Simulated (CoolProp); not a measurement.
Vapour-liquid equilibrium of ethanol (1) + ethylbenzene (2) at 187.55 °C; x and y are mole fractions of (1).

The numbers come from the multi-fluid Helmholtz-energy mixture model, Schroeder 2014 and Zhou 2012; pair parameters Bell 2016 in CoolProp.

```
x     bubble pressure (kPa)  y at the bubble point  dew pressure at overall composition x (kPa)  liquid density (mol/L)
----  ---------------------  ---------------------  -------------------------------------------  ----------------------
0.05                  581.4                  0.410                                        356.1                   6.785
0.2                    1104                  0.693                                        425.9                   7.227
0.35                   1418                  0.771                                        526.9                   7.756
0.5                    1638                  0.816                                        686.7                   8.411
0.65                   1834                  0.858                                        975.6                   9.258
0.8                    2036                  0.908                                         1557                   10.40
0.95                   2250                  0.973                                         2180                   11.98
```

No azeotrope shows between x = 0.05 and 0.95.

The pair parameters rest on a limited set of measurements; away from them the model extrapolates. With so large a gap from Raoult's law the liquid may split in two, which this calculation doesn't test in full.
